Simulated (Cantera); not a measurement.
Feed: 1 mol SiCl4, 2.7 mol Cl2, 4.9 mol H2, held at 677 °C and 21.0 bar.

Cantera equilibrium calculation (NASA polynomials, part measured and part estimated; ideal gas, pure solids and liquids). Candidate condensed phases: Si; 19 gas species. Equilibrium is a limit: real reactors are often held back by kinetics, nucleation or transport.

Base state: HCl 0.628, H2 0.256, SiCl4 0.116, SiHCl3 0.000217 (mole fractions); condensed: gas only.

Problem. What changes in the equilibrium state with this change: Cl2 from 2.7 to 0.52 mol?

Solution. 
```csv
species,before,after
H2,0.256,0.679
HCl,0.628,0.165
SiCl4,0.116,0.153
SiHCl3,0.000217,0.00289
```

Problem. What changes in the equilibrium state with this change: temperature from 677 °C to 1175 °C?

Solution. 
```
species   before    after
-------  -------  -------
HCl        0.628    0.633
H2         0.256    0.251
SiCl4      0.116    0.111
SiCl2      <1e-9  7.27e-5
SiCl3    8.26e-7  0.00148
SiH2Cl2  4.10e-8  1.98e-5
```
The tables' values for SiCl3 are old estimates; treat these amounts as uncertain.
